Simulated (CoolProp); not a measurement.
Vapour-liquid equilibrium of R113 (1) + n-heptane (2) at 115.45 °C; x and y are mole fractions of (1).

Computed with CoolProp (multi-fluid Helmholtz-energy mixture model, Marx 1992 and Span 2003; pair parameters Bell 2016).

Q: Give the bubble pressure and the first vapour's composition at x = 0.275, 0.725, 0.875. Is there an azeotrope?

A: x = 0.275: 305.7 kPa, y = 0.583; x = 0.725: 503.8 kPa, y = 0.883; x = 0.875: 565.4 kPa, y = 0.947. No azeotrope shows between x = 0.05 and 0.95.

Pair parameters are fitted to limited data, so mixtures are less certain than the pure fluids.
